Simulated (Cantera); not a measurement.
A perfectly stirred reactor is fed with CH₄ : O₂ : N₂ = 1 : 2.5 : 9.4 (molar parts), at 0.830 bar; it is adiabatic with a 525 K inlet, and is followed from long to short residence time, starting on the burning branch (τ in s: 0.069, 0.036, 0.019, 0.0096, 0.005, 0.0026, 0.0013, 0.0007, 0.00036, 0.00019, 9.8e-05, 5.1e-05, 2.6e-05).

Cantera simulation using GRI-Mech 3.0 (53 species, 325 reactions); the numbers are that mechanism's predictions, not measurements.

Q: What does this change do: pressure from 0.830 bar to 1.60 bar?

A: 
```csv
quantity,before,after
"blow-out, bracketed by the residence times tried","burning at 98.0 µs, out at 51.0 µs","burning at 51.0 µs, out at 26.0 µs"
x(CH₄) at τ = 69.0 ms,5.11e-6,3.54e-6
x(O₂) at τ = 69.0 ms,0.0389,0.0385
x(NO) at τ = 69.0 ms,0.000629,0.000797
x(HO₂) at τ = 69.0 ms,1.78e-6,2.09e-6
x(H) at τ = 69.0 ms,0.000211,0.000107
x(CH₄) at τ = 1.30 ms,9.32e-5,7.10e-5
x(O₂) at τ = 1.30 ms,0.0443,0.0420
x(NO) at τ = 1.30 ms,6.64e-5,9.53e-5
x(HO₂) at τ = 1.30 ms,6.81e-6,6.68e-6
x(H) at τ = 1.30 ms,0.00295,0.00119
```
